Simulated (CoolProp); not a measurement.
Saturation properties of nitrous oxide (Tc = 309.5 K, pc = 7.245 MPa, ω = 0.161).

Model: reference Helmholtz-energy equation of state, Lemmon 2006, in CoolProp. It is a short technical equation, of lower accuracy than the large ones.

```
T (K)  p (MPa)  liquid density (kg/m³)  enthalpy of vaporisation (kJ/kg)  liquid cp (kJ/(kg K))  vapour Z
-----  -------  ----------------------  --------------------------------  ---------------------  --------
234.9   0.9983                    1068                             308.3                  1.853    0.8694
241.6    1.252                    1044                             297.3                  1.893    0.8474
248.3    1.551                    1018                             285.6                  1.942    0.8232
254.9    1.893                   990.8                             273.1                  2.002    0.7970
261.6    2.293                   961.9                             259.5                  2.079    0.7679
268.3    2.751                   931.0                             244.5                  2.179    0.7358
275      3.273                   897.5                             227.9                  2.315    0.7002
281.7    3.864                   860.7                             209.3                  2.513    0.6603
288.3    4.519                   819.7                             188.1                  2.821    0.6154
```

It boils at 184.7 K under 1 atm.
